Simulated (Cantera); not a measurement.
A perfectly stirred reactor is fed with CO : H₂ : CH₄ : O₂ : N₂ = 1 : 0.2 : 0.1 : 1.86 : 7 (molar parts), at 6.10 bar; it is adiabatic with a 400 K inlet, and is followed from long to short residence time, starting on the burning branch (τ in s: 0.029, 0.017, 0.01, 0.0061, 0.0036, 0.0021, 0.0013, 0.00074, 0.00044, 0.00026, 0.00015, 9.1e-05).

Detailed kinetics in Cantera: GRI-Mech 3.0 (53 species, 325 reactions).

Problem. What does this change do: N2 7 to 5 parts?

Solution. 
```csv
quantity,before,after
"blow-out, bracketed by the residence times tried","burning at 0.740 ms, out at 0.440 ms","burning at 0.150 ms, out at 91.0 µs"
x(CO) at τ = 29.0 ms,0.000819,0.000573
x(H₂) at τ = 29.0 ms,2.27e-5,2.32e-5
x(CH₄) at τ = 29.0 ms,4.75e-6,1.99e-6
x(N₂O) at τ = 29.0 ms,2.90e-6,1.25e-6
x(CH₂CO) at τ = 29.0 ms,8.17e-10,8.83e-11
x(CO) at τ = 1.30 ms,0.00802,0.00469
x(H₂) at τ = 1.30 ms,0.000204,0.000162
x(CH₄) at τ = 1.30 ms,4.19e-5,1.53e-5
x(N₂O) at τ = 1.30 ms,3.99e-6,3.67e-6
x(CH₂CO) at τ = 1.30 ms,1.97e-8,3.07e-9
```
